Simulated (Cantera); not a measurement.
Feed: 1 mol B, 0.98 mol O2, 1.4 mol N2, held at 1350 K and 1.00 Torr.

These are equilibrium values from Cantera (NASA tables, ideal gas, pure condensed phases), not measurements of a reactor. Candidate condensed phases: B, BN, B2O3; 17 gas species. Equilibrium is a limit: real reactors are often held back by kinetics, nucleation or transport.

Base state: N2 0.858, O2 0.141, B2O3 0.000527, NO 0.000463, BO2 5.16e-5 (mole fractions); condensed: B2O3(l).

Task: What changes in the equilibrium state with this change: temperature from 1350 K to 2025 K?

Result: 
```csv
species,before,after
N2,0.858,0.644
B2O3,0.000527,0.205
O2,0.141,0.0880
BO2,5.16e-5,0.0510
BO,<1e-9,0.00111
O,4.34e-6,0.00657
NO,0.000463,0.00480
"B2O3(l), mol",0.499,0
```
